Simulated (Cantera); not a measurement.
## Thermodynamics of silicon etching in halogen gases, feed Si + NF3 + Cl2

A closed system holds: 1 mol Si, a varied amount of NF3, 0.57 mol Cl2, equilibrated at 0.200 bar.

Method: chemical equilibrium by Gibbs-energy minimisation in Cantera with the NASA 1993 tables (ideal gas, pure condensed phases). Candidate condensed phases: Si, Si3N4; 24 gas species. The tables' values for SiCl3, SiF2, SiF3 are old estimates. Kinetics and transport are ignored.

Stable condensed phases:

```
T in K \ n(NF3) in mol
         0.72 0.84 0.97  1.1  1.3  1.5  1.8  2.1  2.4  2.8  3.3  3.8
   1675     A    A    A    A    A    A    A    A    A    A    A    A
   1575     B    A    A    A    A    A    A    A    A    A    A    A
   1475     B    B    A    A    A    A    A    A    A    A    A    A
   1375     B    B    A    A    A    A    A    A    A    A    A    A
   1275     B    B    A    A    A    A    A    A    A    A    A    A
   1175     B    B    A    A    A    A    A    A    A    A    A    A
   1075     B    B    A    A    A    A    A    A    A    A    A    A
    975     B    B    A    A    A    A    A    A    A    A    A    A
    875     B    B    A    A    A    A    A    A    A    A    A    A
    775     B    B    A    A    A    A    A    A    A    A    A    A
    675     B    B    A    A    A    A    A    A    A    A    A    A
    575     B    B    A    A    A    A    A    A    A    A    A    A
```

A: gas only; B: Si3N4.
